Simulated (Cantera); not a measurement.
A perfectly stirred reactor is fed with 9.57 % CH4, 11.5 % H2, 16.6 % O2, 62.4 % N2, at 1.00 atm; it is adiabatic with a 675 K inlet, and is followed from long to short residence time, starting on the burning branch (τ in s: 0.063, 0.025, 0.0099, 0.0039, 0.0016, 0.00061, 0.00024, 9.7e-05, 3.8e-05, 1.5e-05).

Cantera simulation using GRI-Mech 3.0 (53 species, 325 reactions); the numbers are that mechanism's predictions, not measurements.

x: mole fraction; the columns are a selection and need not sum to one.

| τ (s) | T (K) | x CH4 | x H2 | x O2 | x NO | x O | x H2O2 |
|---|---|---|---|---|---|---|---|
| 0.063 | 2248 | 2.63e-5 | 0.0941 | 6.70e-5 | 0.000264 | 3.20e-5 | 6.83e-9 |
| 0.025 | 2239 | (withheld) | 0.0939 | (withheld) | (withheld) | (withheld) | (withheld) |
| 0.0099 | 2225 | 5.61e-5 | 0.0935 | 0.000228 | 0.000345 | 8.81e-5 | 1.68e-8 |
| 0.0039 | 2207 | 8.31e-5 | 0.0930 | 0.000426 | 0.000353 | 0.000152 | 2.63e-8 |
| 0.0016 | 2186 | 0.000133 | 0.0924 | 0.000780 | 0.000336 | 0.000241 | 3.90e-8 |
| 0.00061 | 2159 | 0.000255 | 0.0919 | 0.00154 | 0.000289 | 0.000361 | 5.80e-8 |
| 0.00024 | 2128 | 0.000550 | 0.0916 | 0.00318 | 0.000212 | 0.000484 | 8.86e-8 |
| 9.7e-5 | 2079 | 0.00136 | 0.0919 | 0.00718 | 0.000113 | 0.000596 | 1.60e-7 |
| 3.8e-5 | 675 | 0.0957 | 0.115 | 0.166 | <1e-12 | <1e-12 | <1e-12 |
| 1.5e-5 | 675 | 0.0957 | 0.115 | 0.166 | <1e-12 | <1e-12 | <1e-12 |

Task: Some entries are withheld; supply them.

Result: 
- 0.025, x CH4: 3.94e-5
- 0.025, x O2: 0.000123
- 0.025, x NO: 0.000314
- 0.025, x O: 5.14e-5
- 0.025, x H2O2: 1.06e-8
